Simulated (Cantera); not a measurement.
Low-pressure radical oxidation in H2/O2

An isothermal, constant-pressure homogeneous reactor starts with 8.51 % H₂, 91.5 % O₂, equivalence ratio 0.046, at 1450 K and 10.00 Torr.

Detailed kinetics in Cantera: GRI-Mech 3.0 (53 species, 325 reactions). Radical loss at walls, strong at low pressure, is not modelled. The temperature is held fixed by assumption; the heat of reaction is taken as removed at once.

```
t (s)         x H₂   x O₂    x H₂O₂     x H₂O    x HO₂
--------  --------  -----  --------  --------  -------
2.00e-6     0.0851  0.915    <1e-12  9.31e-12  7.10e-9
7.46e-6     0.0851  0.915  4.25e-12  4.32e-10  2.65e-8
2.78e-5     0.0851  0.915  5.84e-11   1.71e-8  9.86e-8
0.000104    0.0851  0.915  7.79e-10   6.54e-7  3.67e-7
0.000386    0.0847  0.915   9.07e-9  0.000281  1.40e-6
0.00144    0.00226  0.847   7.44e-8    0.0709  2.62e-6
0.00537    0.00210  0.851   7.35e-8    0.0722  2.59e-6
0.0200     0.00168  0.865   7.11e-8    0.0758  2.47e-6
0.0746    0.000786  0.890   5.70e-8    0.0825  1.90e-6
0.278     0.000136  0.907   2.66e-8    0.0871  7.26e-7
1.04       1.45e-5  0.910   7.75e-9    0.0884  1.55e-7
3.86       1.99e-6  0.911   2.29e-9    0.0887  9.82e-8
14.4       7.88e-7  0.911   1.52e-9    0.0888  1.28e-7
53.7       7.68e-7  0.911   1.51e-9    0.0888  1.29e-7
200        7.68e-7  0.911   1.51e-9    0.0888  1.29e-7
```
x: mole fraction; the columns are a selection and need not sum to one.

Equilibrium at this temperature and pressure: H₂ 7.68e-7, O₂ 0.911, H₂O₂ 1.51e-9, H₂O 0.0888, HO₂ 1.29e-7 (gas phase only).
